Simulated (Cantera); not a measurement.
Charge: 1 mol SiH₄, 39 mol NH₃, 1 mol H₂, held at 1398 K and 17.3 Torr.

These are equilibrium values from Cantera (NASA tables, ideal gas, pure condensed phases), not measurements of a reactor. Candidate condensed phases: Si, Si₃N₄; 18 gas species. Kinetics and transport are ignored.

Base state: H₂ 0.766, N₂ 0.234, H 2.73e-5 (mole fractions); condensed: Si₃N₄(s).

What changes in the equilibrium state with this change: NH₃ from 39 to 0.21 mol?


| species | before | after |
|---|---|---|
| H₂ | 0.766 | 1.000 |
| N₂ | 0.234 | 0.000238 |
| H | 2.73e-5 | 3.12e-5 |
| Si₃N₄(s), mol | 0.333 | 0.0521 |
| Si(s), mol | 0 | 0.844 |
Mutual solubility and eutectic melting of coexisting phases are not modelled.

What changes in the equilibrium state with this change: SiH₄ replaced by SiHCl₃?


```
species         before    after
-------------  -------  -------
H₂               0.766    0.728
N₂               0.234    0.234
HCl                  0   0.0372
SiCl₂                0  5.66e-5
H              2.73e-5  2.66e-5
Si₃N₄(s), mol    0.333    0.332
```
Further candidate phases: NH₄Cl.
